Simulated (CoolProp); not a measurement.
R142b at 424.71 K and 0.272 MPa flows at 0.15 m/s in a round tube of 1 mm bore and 0.25 µm roughness, fully developed (64/Re and Nu = 3.66 if laminar; Colebrook and Gnielinski if turbulent). Each further row changes one setting.

Values from CoolProp's reference Helmholtz-energy equation of state, Lemmon 2006. It is a short technical equation, of lower accuracy than the large ones.

```csv
case,Reynolds number,Darcy friction factor,pressure drop (Pa/m),heat-transfer coefficient (W/(m² K)),mass flow (kg/h)
as stated,[?],0.796,70.8,77.2,0.00335
velocity 0.3 m/s,161,0.398,[?],77.2,0.00671
diameter 2 mm,161,0.398,[?],[?],0.0134
```

Problem. Some entries are withheld; supply them.

Solution. 
- as stated, Reynolds number: 80.4
- velocity 0.3 m/s, pressure drop (Pa/m): 142
- diameter 2 mm, pressure drop (Pa/m): 17.7
- diameter 2 mm, heat-transfer coefficient (W/(m² K)): 38.6

Viscosity comes from a separate model (Huber 2003), an estimate that may be off by 10 % or more. Thermal conductivity comes from a separate model (Huber 2003), an estimate that may be off by 10 % or more.
